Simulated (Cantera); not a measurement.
## Equilibrium for fluorocarbon and chlorocarbon gases: CF₄ + HCl

Charge: 1 mol CF₄, 0.1 mol HCl, at 0.00133 bar.

Equilibrium computed with Cantera from the NASA thermochemical tables; the gas is ideal and each condensed phase is pure. Candidate condensed phases: C, C₆H₆, C₇H₈, C₈H₁₈; 118 gas species. Condensed phases not in the tables: fluorocarbon polymer. Gases not in the tables: C₂F₆ and larger saturated fluorocarbons. Rates play no part.

```tsv
T (°C)	log p CF₄	log p HF	log p HCl	log p Cl₂	log p Cl	log p CClF₃	n C(graphite)
475	-2.93	-4.35	-4.12	-4.72	-7.95	-5.19	0.00785
550	-2.93	-4.21	-4.24	-4.56	-7.09	-5.15	0.0114
625	-2.93	-4.11	-4.37	-4.46	-6.38	-5.14	0.0146
700	-2.93	-4.05	-4.52	-4.40	-5.79	-5.14	0.0171
775	-2.94	-4.01	-4.67	-4.37	-5.30	-5.15	0.0190
850	-2.94	-3.99	-4.82	-4.38	-4.89	-5.18	0.0204
925	-2.94	-3.97	-4.99	-4.44	-4.55	-5.22	0.0215
```
log p: log10 of the partial pressure in bar; n: condensed amount in mol.

From 475 °C to 925 °C the condensed part is C(graphite). The main C-bearing gas is CF₄ throughout. The share of C in condensed phases is highest at 925 °C (2.2 %) and lowest at 475 °C (0.8 %).
